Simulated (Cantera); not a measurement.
## Gas activation for diamond growth

An isothermal, constant-pressure homogeneous reactor starts with 2.26 % CH4, 94.3 % H2, 1.23 % H, 2.17 % H2O, at 1525 K and 0.0395 atm.

Model: GRI-Mech 3.0 (53 species, 325 reactions), integrated in Cantera. Radical loss at walls, strong at low pressure, is not modelled.

```tsv
t (s)	x CH4	x H2	x H	x C2H	x CH2
1.00e-5	0.0210	0.945	0.0105	1.77e-12	2.55e-6
3.16e-5	0.0196	0.947	0.00903	4.33e-11	7.91e-6
0.000100	0.0192	0.948	0.00796	2.64e-10	9.08e-6
0.000316	0.0195	0.950	0.00640	1.28e-9	6.86e-6
0.00100	0.0199	0.952	0.00394	2.86e-9	3.39e-6
0.00316	0.0203	0.955	0.00180	2.66e-9	9.31e-7
0.0100	0.0203	0.956	0.000685	1.46e-9	1.60e-7
0.0316	0.0203	0.956	0.000255	6.46e-10	2.38e-8
0.100	0.0202	0.957	0.000123	3.38e-10	5.62e-9
0.316	0.0200	0.957	0.000105	3.13e-10	4.12e-9
1.00	0.0195	0.957	0.000105	3.74e-10	4.03e-9
3.16	0.0180	0.958	0.000106	5.50e-10	3.78e-9
10.0	0.0145	0.960	0.000108	9.75e-10	3.17e-9
```
x: mole fraction; the columns are a selection and need not sum to one.

Equilibrium at this temperature and pressure: CH4 0.000399, H2 0.978, H 0.000118, C2H 6.66e-11, CH2 1.00e-10 (gas phase only).
